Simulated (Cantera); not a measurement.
Charge: 1 mol Pb, 0.047 mol CO2, 30 mol N2, equilibrated at 1950 Torr.

Method: chemical equilibrium by Gibbs-energy minimisation in Cantera with the NASA 1993 tables (ideal gas, pure condensed phases). Candidate condensed phases: C, Pb, PbO, PbO2, Pb3O4; 27 gas species. Gases not in the tables: (PbO)n polymers. Rates play no part.

x: gas mole fraction; n: condensed amount in mol.

```csv
T (K),x N2,x Pb,x CO2,x CO,x PbO,x Pb2,n Pb(l)
800,0.998,2.36e-8,0.00156,2.34e-8,2.69e-11,<1e-12,1.000
900,0.998,5.26e-7,0.00156,6.79e-8,2.87e-9,<1e-12,1.000
1000,0.998,6.23e-6,0.00156,1.60e-7,1.17e-7,1.96e-11,1.000
1100,0.998,4.66e-5,0.00156,8.83e-7,8.82e-7,5.68e-10,0.999
1200,0.998,0.000247,0.00156,4.14e-6,4.13e-6,9.22e-9,0.992
1300,0.997,0.00101,0.00155,1.52e-5,1.51e-5,9.61e-8,0.969
1400,0.995,?,0.00151,?,?,?,0.898
1500,0.989,0.00944,0.00143,0.000116,0.000116,3.96e-6,0.710
1600,0.975,?,?,?,?,?,?
1700,0.966,0.0318,0.00113,0.000388,0.000387,2.50e-5,0
1800,0.966,0.0317,0.00102,0.000497,0.000494,1.94e-5,0
1900,0.966,0.0316,0.000902,0.000611,0.000604,1.54e-5,0
```

Task: Some entries are withheld; supply them.

Result: 
- 1600, x Pb: 0.0233
- 1600, x CO2: 0.00128
- 1600, x CO: 0.000252
- 1600, x PbO: 0.000252
- 1600, x Pb2: 1.77e-5
- 1600, n Pb(l): 0.274
- 1400, x Pb: 0.00335
- 1400, x CO: 4.56e-5
- 1400, x PbO: 4.55e-5
- 1400, x Pb2: 7.08e-7
